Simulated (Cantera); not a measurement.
An isothermal, constant-pressure homogeneous reactor starts with NH₃ : N₂ = 1 : 11 (molar parts), at 1923 K and 2200 Pa. Integrator tolerance rtol = 1e-08.

Model: the gas-phase N/H chemistry of the illustrative SiF4/NH3 mechanism in the Surface Chemkin manual (1991), integrated in Cantera. Walls and surfaces, which speed up NH3 decomposition in real reactors, are not modelled.

**Question.** What does this change do: pressure from 2200 Pa to 101000 Pa?

**Answer.** 
```tsv
quantity	before	after
x(NH₃) at 3.00 s	0.0144 (gas-phase equilibrium 1.82e-8)	6.12e-5 (gas-phase equilibrium 8.52e-7)
x(N₂) at 3.00 s	0.890 (gas-phase equilibrium 0.884)	0.884 (gas-phase equilibrium 0.884)
x(H₂) at 3.00 s	0.0953 (gas-phase equilibrium 0.114)	0.115 (gas-phase equilibrium 0.115)
x(H) at 3.00 s	0.000168 (gas-phase equilibrium 0.00216)	0.000319 (gas-phase equilibrium 0.000320)
x(N₂H₂) at 3.00 s	8.72e-8 (gas-phase equilibrium <1e-12)	6.22e-12 (gas-phase equilibrium <1e-12)
x(N) at 3.00 s	9.87e-7 (gas-phase equilibrium 1.79e-9)	1.89e-8 (gas-phase equilibrium 2.64e-10)
```
